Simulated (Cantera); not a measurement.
An isothermal, constant-pressure homogeneous reactor starts with CO : O2 : H2O : N2 = 0.0057 : 0.0084 : 0.0001 : 1 (molar parts), equivalence ratio 0.34, at 1400 K and 0.197 atm. Integrator tolerance rtol = 1e-08.

Computed with Cantera and GRI-Mech 3.0 (53 species, 325 reactions).

What does this change do: O2 0.0084 to 0.03 parts?


```json
[
 {"quantity": "x(CO) at 10.0 s", "before": "1.43e-6 (gas-phase equilibrium 1.69e-7)", "after": "1.84e-7 (gas-phase equilibrium 7.53e-8)"},
 {"quantity": "x(O2) at 10.0 s", "before": "0.00548 (gas-phase equilibrium 0.00542)", "after": "0.0263 (gas-phase equilibrium 0.0261)"},
 {"quantity": "x(H2O) at 10.0 s", "before": "9.81e-5 (gas-phase equilibrium 9.86e-5)", "after": "9.62e-5 (gas-phase equilibrium 9.64e-5)"},
 {"quantity": "x(NO2) at 10.0 s", "before": "8.31e-9 (gas-phase equilibrium 6.97e-8)", "after": "6.54e-9 (gas-phase equilibrium 3.33e-7)"},
 {"quantity": "x(NO) at 10.0 s", "before": "6.68e-6 (gas-phase equilibrium 0.000131)", "after": "4.75e-6 (gas-phase equilibrium 0.000285)"},
 {"quantity": "x(H) at 10.0 s", "before": "7.47e-9 (gas-phase equilibrium 4.04e-10)", "after": "7.65e-10 (gas-phase equilibrium 2.70e-10)"},
 {"quantity": "x(H2) at 10.0 s", "before": "9.63e-9 (gas-phase equilibrium 1.36e-9)", "after": "1.23e-9 (gas-phase equilibrium 6.06e-10)"}
]
```

What does this change do: temperature 1400 to 850 K?


| quantity | before | after |
|---|---|---|
| x(CO) at 10.0 s | 1.43e-6 (gas-phase equilibrium 1.69e-7) | 0.00562 (gas-phase equilibrium <1e-12) |
| x(O2) at 10.0 s | 0.00548 (gas-phase equilibrium 0.00542) | 0.00828 (gas-phase equilibrium 0.00549) |
| x(H2O) at 10.0 s | 9.81e-5 (gas-phase equilibrium 9.86e-5) | 9.86e-5 (gas-phase equilibrium 9.89e-5) |
| x(NO2) at 10.0 s | 8.31e-9 (gas-phase equilibrium 6.97e-8) | <1e-12 (gas-phase equilibrium 1.09e-8) |
| x(NO) at 10.0 s | 6.68e-6 (gas-phase equilibrium 0.000131) | <1e-12 (gas-phase equilibrium 8.19e-7) |
| x(H) at 10.0 s | 7.47e-9 (gas-phase equilibrium 4.04e-10) | <1e-12 (gas-phase equilibrium <1e-12) |
| x(H2) at 10.0 s | 9.63e-9 (gas-phase equilibrium 1.36e-9) | <1e-12 (gas-phase equilibrium <1e-12) |

What does this change do: pressure from 0.197 atm to 0.790 atm?


| quantity | before | after |
|---|---|---|
| x(CO) at 10.0 s | 1.43e-6 (gas-phase equilibrium 1.69e-7) | 9.83e-8 (gas-phase equilibrium 8.45e-8) |
| x(O2) at 10.0 s | 0.00548 (gas-phase equilibrium 0.00542) | 0.00548 (gas-phase equilibrium 0.00542) |
| x(H2O) at 10.0 s | 9.81e-5 (gas-phase equilibrium 9.86e-5) | 9.87e-5 (gas-phase equilibrium 9.87e-5) |
| x(NO2) at 10.0 s | 8.31e-9 (gas-phase equilibrium 6.97e-8) | 6.26e-9 (gas-phase equilibrium 1.39e-7) |
| x(NO) at 10.0 s | 6.68e-6 (gas-phase equilibrium 0.000131) | 5.42e-6 (gas-phase equilibrium 0.000131) |
| x(H) at 10.0 s | 7.47e-9 (gas-phase equilibrium 4.04e-10) | 1.67e-10 (gas-phase equilibrium 1.43e-10) |
| x(H2) at 10.0 s | 9.63e-9 (gas-phase equilibrium 1.36e-9) | 7.56e-10 (gas-phase equilibrium 6.81e-10) |
